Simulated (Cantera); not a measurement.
Source: NASA polynomial tables (part measured, part estimated), evaluated in Cantera. Values are per mole of reaction as written; species without (g) are pure solids or liquids, kept so even where they would boil at 1 bar.

### Question
Between 623 and 1298 K, where is each reaction favourable under standard conditions?
- C + O2(g) = CO2(g)
- 2 Si + O2(g) = 2 SiO(g)
- 1.333 Ti + O2(g) = 0.6667 Ti2O3

### Answer
- C + O2(g) = CO2(g): ΔG° is -395 kJ at 623 K and -396 kJ at 1298 K; it stays negative (K > 1). ΔH° is -395 kJ and ΔS° 1 J/K at 1298 K.
- 2 Si + O2(g) = 2 SiO(g): ΔG° is -312 kJ at 623 K and -423 kJ at 1298 K; it stays negative (K > 1). ΔH° is -216 kJ and ΔS° 159 J/K at 1298 K.
- 1.333 Ti + O2(g) = 0.6667 Ti2O3: ΔG° is -894 kJ at 623 K and -776 kJ at 1298 K; it stays negative (K > 1). ΔH° is -1000 kJ and ΔS° -172 J/K at 1298 K.
